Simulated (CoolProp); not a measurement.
n-perfluoropentane along the isotherm 428.6 K: fugacity coefficient from the reference equation and from simpler models built on Tc = 421.0 K, pc = 2.063 MPa, ω = 0.436; each cubic takes its own stable root.

Computed with CoolProp (reference Helmholtz-energy equation of state, Gao 2022).

```csv
p (MPa),phase,reference
0.645,gas,0.9017
1.29,gas,0.8047
1.93,gas,0.7073
2.58,supercritical,0.5958
3.22,supercritical,0.5051
3.87,supercritical,0.4427
4.51,supercritical,0.3990
5.16,supercritical,0.3659
```

Q: How far does each simpler model (van der Waals, Redlich-Kwong, Soave-Redlich-Kwong, Peng-Robinson) lie from the reference over these 8 states: mean and median of the absolute difference, and the worst?

A: 
- van der Waals: mean 6.0 %, median 5.1 %, worst +12.1 % at 428.6 K and 5.16 MPa
- Redlich-Kwong: mean 1.1 %, median 0.6 %, worst +3.1 % at 428.6 K and 5.16 MPa
- Soave-Redlich-Kwong: mean 2.5 %, median 2.4 %, worst +5.4 % at 428.6 K and 5.16 MPa
- Peng-Robinson: mean 1.6 %, median 1.4 %, worst -2.4 % at 428.6 K and 1.93 MPa
